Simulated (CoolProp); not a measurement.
A simple Rankine cycle with R134a: condensing at 312.15 K, boiler at 2.98 MPa, turbine inlet 399 K, turbine efficiency 0.65, pump efficiency 0.7, no recuperator. Each further row changes one setting.

Model: reference Helmholtz-energy equation of state, Tillner-Roth 1994, in CoolProp.

| case | thermal efficiency (%) | net work (kJ/kg) | heat in (kJ/kg) | turbine exit temperature (K) | volume ratio over the turbine |
|---|---|---|---|---|---|
| as stated | … | 15.6 | 232 | 361.4 | 3.20 |
| turbine inlet 419 K | … | 17.5 | … | 383.7 | 3.12 |
| condensing temperature 304.15 K | 7.8 | 19.1 | 243 | 355.4 | … |
| boiler pressure 2.09 MPa | 4.9 | 11.9 | 243 | 376.0 | … |
| turbine efficiency 0.55 | 5.5 | … | 232 | … | 3.24 |

### Question
Fill in the missing entries.

### Answer

- as stated, thermal efficiency (%): 6.7
- turbine inlet 419 K, thermal efficiency (%): 6.8
- turbine inlet 419 K, heat in (kJ/kg): 257
- condensing temperature 304.15 K, volume ratio over the turbine: 4.01
- boiler pressure 2.09 MPa, volume ratio over the turbine: 2.15
- turbine efficiency 0.55, net work (kJ/kg): 12.8
- turbine efficiency 0.55, turbine exit temperature (K): 364.1
